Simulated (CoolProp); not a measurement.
Properties of CH3F (R41) at several states.

The numbers come from the reference Helmholtz-energy equation of state, Lemmon 2006 in CoolProp. It is a short technical equation, of lower accuracy than the large ones.

```csv
T (K),p (bar),phase,Joule-Thomson coefficient (K/MPa),isothermal compressibility (1/MPa)
422,8.14,gas,6.777,1.255
232.2,3.28,gas,38.48,3.289
323.8,0.131,gas,14.23,76.40
255.4,0.169,gas,29.37,59.31
```
